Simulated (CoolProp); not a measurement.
Values from CoolProp's reference Helmholtz-energy equation of state, Span 2003. It is a short technical equation, of lower accuracy than the large ones.

For n-heptane, give the phase and the speed of sound (m/s) at 99.85 °C and 26.5 kPa; 214.25 °C and 15800 kPa.


- 99.85 °C and 26.5 kPa: gas; speed of sound 178
- 214.25 °C and 15800 kPa: liquid; speed of sound 654
